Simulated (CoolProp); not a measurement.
Vapour-liquid equilibrium of toluene (1) + o-xylene (2) at 161.75 °C; x and y are mole fractions of (1).

Computed with CoolProp (multi-fluid Helmholtz-energy mixture model, Lemmon 2006 and Zhou 2012; pair parameters Bell 2016).

| x | bubble pressure, mixture model (MPa) | bubble pressure, Raoult's law (MPa) | y, mixture model | y, Raoult's law |
|---|---|---|---|---|
| 0.05 | 0.1664 | 0.1671 | ___ | 0.107 |
| 0.125 | ___ | 0.1821 | 0.232 | 0.245 |
| 0.2 | 0.1953 | 0.1970 | 0.347 | 0.362 |
| 0.275 | 0.2103 | 0.2120 | 0.448 | 0.463 |
| 0.35 | 0.2254 | 0.2269 | 0.536 | 0.550 |
| 0.425 | 0.2406 | 0.2419 | 0.613 | 0.626 |
| 0.5 | 0.2558 | 0.2568 | 0.682 | 0.694 |
| 0.575 | 0.2710 | 0.2718 | 0.743 | 0.754 |
| 0.65 | 0.2861 | 0.2868 | 0.798 | 0.808 |
| 0.725 | ___ | 0.3017 | 0.848 | 0.857 |
| 0.8 | 0.3163 | 0.3167 | 0.893 | 0.901 |
| 0.875 | 0.3314 | 0.3316 | 0.935 | 0.941 |
| 0.95 | 0.3465 | 0.3466 | 0.975 | 0.977 |

Task: Some entries are withheld; supply them.

Result: 
- 0.05, y, mixture model: 0.099
- 0.125, bubble pressure, mixture model (MPa): 0.1807
- 0.725, bubble pressure, mixture model (MPa): 0.3012

The largest gap from Raoult's law is -0.9 % in bubble pressure, at x = 0.2. No azeotrope shows between x = 0.05 and 0.95.

The pair parameters rest on a limited set of measurements; away from them the model extrapolates.
